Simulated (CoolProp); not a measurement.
R365MFC at 417.52 K and 0.666 MPa is compressed adiabatically to 2.09 MPa with isentropic efficiency 0.8. Each further row changes one setting.

Computed with CoolProp (reference Helmholtz-energy equation of state, Lemmon 2016).

```json
[
 {"case": "as stated", "work (kJ/kg)": "28.1", "final temperature (K)": "455.1", "final density (kg/m³)": "116"},
 {"case": "efficiency 1", "work (kJ/kg)": "22.5", "final temperature (K)": "451.5", "final density (kg/m³)": "119"},
 {"case": "efficiency 0.65", "work (kJ/kg)": "34.5", "final temperature (K)": "459.3", "final density (kg/m³)": "112"}
]
```
